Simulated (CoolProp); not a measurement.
Vapour-liquid equilibrium of propylene (1) + R22 (2) at 36.15 °C; x and y are mole fractions of (1).

Model: multi-fluid Helmholtz-energy mixture model, Lemmon 2013 and Kamei 1995; pair parameters Bell 2016, in CoolProp.

```csv
x,"bubble pressure, mixture model (MPa)","bubble pressure, Raoult's law (MPa)","y, mixture model","y, Raoult's law"
0.05,1.422,1.400,0.063,0.054
0.2,1.488,1.417,0.231,0.213
0.35,1.532,1.435,0.378,0.368
0.5,1.558,1.452,0.514,0.520
0.65,1.566,1.469,0.649,0.668
0.8,1.555,1.486,0.789,0.812
0.95,1.525,1.504,0.944,0.954
```

The largest gap from Raoult's law is +7.3 % in bubble pressure, at x = 0.5. y crosses x between x = 0.5 and 0.65: the model has an azeotrope there.

Pair parameters are fitted to limited data, so mixtures are less certain than the pure fluids.
